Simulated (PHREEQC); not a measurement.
H2SO4 is added in steps, without added water, to 1 kg of water holding 0.94 mmol/kgw PbCl2 and 4.3 mmol/kgw Na2SO4, at 25 °C. Oxygen alone is held at its pressure in air (log pO2 = -0.68). CO2 from the air is kept out. No solid was allowed to form.

Base run: PHREEQC, ion-association model, wateq4f.dat. Each further column changes one thing. The table gives HSO4- (mol/kgw).

```
H2SO4 added (mol)      base  PbCl2 from 0.00094 to 0.000188 mol/kgw  solids may form
-----------------  --------  --------------------------------------  ---------------
0                   5.83e-7                                 2.79e-7          1.12e-7
0.00015             5.78e-5                                 6.22e-5          5.30e-5
0.0003             0.000117                                0.000126         0.000108
0.0006             0.000241                                0.000258         0.000223
0.00075            0.000305                                0.000326         0.000283
0.0009             0.000370                                0.000395         0.000345
0.00105            0.000437                                0.000466         0.000409
0.00135            0.000574                                0.000610         0.000540
0.0015             0.000645                                0.000684         0.000607
0.00165            0.000716                                0.000759         0.000676
0.0018             0.000789                                0.000835         0.000746
0.0021             0.000938                                0.000990         0.000889
0.00225             0.00101                                 0.00107         0.000963
0.0024              0.00109                                 0.00115          0.00104
```

In at least one series the solution becomes supersaturated in solids that the run did not let form, among them Anglesite, Larnakite.  Solids allowed in the column 'solids may form': Litharge, Anglesite, Cotunnite, Laurionite, Larnakite, Halite, Mirabilite.
